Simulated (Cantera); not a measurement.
An isothermal, constant-pressure homogeneous reactor starts with 3.15 % CH4, 95.5 % H2, 1.34 % CO2, at 1675 K and 100.0 Torr.

Detailed kinetics in Cantera: GRI-Mech 3.0 (53 species, 325 reactions). GRI-Mech 3.0 stops at C3 and has no aromatics, soot or wall deposition, so with more carbon than oxygen in the feed, carbon stays in small species such as C2H2 where larger ones or solid carbon would form.

Task: Predict: x(CH4) at 100 s; x(H2) at 100 s; x(CO2) at 100 s; x(C2H4) at 100 s; x(H) at 100 s.

Result: 
```json
{
 "x(CH4) at 100 s": "0.00193 (gas-phase equilibrium 0.00174)",
 "x(H2) at 100 s": "0.964 (gas-phase equilibrium 0.964)",
 "x(CO2) at 100 s": "1.01e-5 (gas-phase equilibrium 1.23e-9)",
 "x(C2H4) at 100 s": "6.32e-5 (gas-phase equilibrium 5.88e-5)",
 "x(H) at 100 s": "0.000314 (gas-phase equilibrium 0.000315)"
}
```
